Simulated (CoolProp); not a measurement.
R1224YDZ along the isotherm 235.4 K: Z from the reference equation and from simpler models built on Tc = 428.7 K, pc = 3.334 MPa, ω = 0.325; each cubic takes its own stable root.

The numbers come from the reference Helmholtz-energy equation of state, Akasaka 2023 in CoolProp.

```
p (MPa)   phase  reference
-------  ------  ---------
0.357    liquid    0.01781
0.714    liquid    0.03560
1.07     liquid    0.05332
1.43     liquid    0.07123
1.79     liquid    0.08912
2.14     liquid     0.1065
2.5      liquid     0.1244
2.86     liquid     0.1422
3.21     liquid     0.1595
3.57     liquid     0.1774
3.93     liquid     0.1952
4.29     liquid     0.2130
4.64     liquid     0.2302
5        liquid     0.2480
```

**Question.** How far does each simpler model (van der Waals, Soave-Redlich-Kwong) lie from the reference over these 14 states: mean and median of the absolute difference, and the worst?

**Answer.** 
- van der Waals: mean 70.1 %, median 70.0 %, worst +71.7 % at 235.4 K and 0.357 MPa
- Soave-Redlich-Kwong: mean 12.1 %, median 12.1 %, worst +12.2 % at 235.4 K and 0.357 MPa
